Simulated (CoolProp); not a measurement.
Model: reference Helmholtz-energy equation of state, Akasaka 2022, in CoolProp.

### Question
For R1233zd(E), give the phase and the cp (kJ/(kg K)), Joule-Thomson coefficient (K/MPa) at 232.7 K and 254 kPa; 334.6 K and 10.7 kPa.

### Answer
- 232.7 K and 254 kPa: liquid; cp 1.06, Joule-Thomson coefficient -0.434
- 334.6 K and 10.7 kPa: gas; cp 0.840, Joule-Thomson coefficient 20.9
